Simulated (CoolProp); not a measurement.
Vapour-liquid equilibrium of isohexane (1) + n-heptane (2) at 250.2 K; x and y are mole fractions of (1).

Model: multi-fluid Helmholtz-energy mixture model, Lemmon 2006 and Span 2003; pair parameters Bell 2016, in CoolProp.

```json
[
 {"x": "0.05", "bubble pressure (kPa)": "0.4276", "y at the bubble point": "0.298", "dew pressure at overall composition x (kPa)": "0.3304", "liquid density (mol/L)": "___"},
 {"x": "0.15", "bubble pressure (kPa)": "0.6448", "y at the bubble point": "0.582", "dew pressure at overall composition x (kPa)": "___", "liquid density (mol/L)": "7.295"},
 {"x": "0.25", "bubble pressure (kPa)": "0.8569", "y at the bubble point": "0.722", "dew pressure at overall composition x (kPa)": "0.4047", "liquid density (mol/L)": "7.374"},
 {"x": "0.35", "bubble pressure (kPa)": "___", "y at the bubble point": "0.806", "dew pressure at overall composition x (kPa)": "0.4558", "liquid density (mol/L)": "7.455"},
 {"x": "0.45", "bubble pressure (kPa)": "1.276", "y at the bubble point": "0.862", "dew pressure at overall composition x (kPa)": "___", "liquid density (mol/L)": "___"},
 {"x": "0.55", "bubble pressure (kPa)": "1.486", "y at the bubble point": "___", "dew pressure at overall composition x (kPa)": "___", "liquid density (mol/L)": "7.621"},
 {"x": "0.65", "bubble pressure (kPa)": "1.698", "y at the bubble point": "___", "dew pressure at overall composition x (kPa)": "0.7330", "liquid density (mol/L)": "7.707"},
 {"x": "0.75", "bubble pressure (kPa)": "1.912", "y at the bubble point": "0.958", "dew pressure at overall composition x (kPa)": "0.9179", "liquid density (mol/L)": "7.795"},
 {"x": "0.85", "bubble pressure (kPa)": "2.126", "y at the bubble point": "0.977", "dew pressure at overall composition x (kPa)": "1.225", "liquid density (mol/L)": "7.884"},
 {"x": "0.95", "bubble pressure (kPa)": "2.341", "y at the bubble point": "0.993", "dew pressure at overall composition x (kPa)": "1.835", "liquid density (mol/L)": "7.975"}
]
```

Task: Fill in the missing entries.

Result: 
- 0.05, liquid density (mol/L): 7.218
- 0.15, dew pressure at overall composition x (kPa): 0.3638
- 0.35, bubble pressure (kPa): 1.067
- 0.45, dew pressure at overall composition x (kPa): 0.5217
- 0.45, liquid density (mol/L): 7.537
- 0.55, y at the bubble point: 0.903
- 0.55, dew pressure at overall composition x (kPa): 0.6097
- 0.65, y at the bubble point: 0.934

No azeotrope shows between x = 0.05 and 0.95.

The pair parameters rest on a limited set of measurements; away from them the model extrapolates.
